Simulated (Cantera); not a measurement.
Gas mixture: 47.2 % NH3, 52.8 % CO2, at 0.0133 bar, frozen composition.

Cantera's kinetic-theory transport with the Lennard-Jones parameters of GRI-Mech 3.0, ideal gas; thermal conductivity in the mixture-averaged form. Polar gases are described roughly by these parameters. The composition is frozen, though it would react at the higher temperatures.

One state of this run: ρ (kg/m³) = 0.00358; cp (J/kg/K) = 1952; μ (µPa s) = 50.2; λ (mW/m/K) = 145; Pr = 0.678; D (cm²/s) NH3 = 214; D (cm²/s) NO = 204; D (cm²/s) C2H2 = 173. D: mixture-averaged diffusion coefficient of that species in the mixture.

Q: Which value of T (K) does it belong to?
A) 1400
B) 1600
C) 400
D) 600

A: A, 1400
